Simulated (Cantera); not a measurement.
A closed system holds: 1 mol Si, 0.0021 mol H2O, 100 mol H2, at 1025 K and 0.0100 bar.

Method: chemical equilibrium by Gibbs-energy minimisation in Cantera with the NASA 1993 tables (ideal gas, pure condensed phases). Candidate condensed phases: H2O, Si, SiO2; 18 gas species. Mutual solubility and eutectic melting of coexisting phases are not modelled. The numbers say what is thermodynamically allowed, not how fast it happens.

Base state: H2 1.00 (mole fractions); condensed: Si(s) + SiO2(β-quartz).

Q: What changes in the equilibrium state with this change: Si replaced by Si3N4?

A: 
```tsv
species	before	after
H2	1.00	1.000
Si(s), mol	0.999	0
SiO2(β-quartz), mol	0.00104	0
Si2N2O(s), mol	0	0.00210
Si3N4(s), mol	0	0.999
```
Further candidate phases: Si2N2O, Si3N4.
